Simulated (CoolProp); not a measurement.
Values from CoolProp's reference Helmholtz-energy equation of state, Setzmann 1991.

Question: For methane, give the phase and the cv (kJ/(kg K)), speed of sound (m/s), expansivity (1/kK), viscosity (µPa s) at 199 K and 28300 kPa.

Answer: 
- 199 K and 28300 kPa: supercritical; cv 1.87, speed of sound 970, expansivity 4.07, viscosity 47.7

Viscosity comes from a separate model (Quiñones-Cisneros 2006).
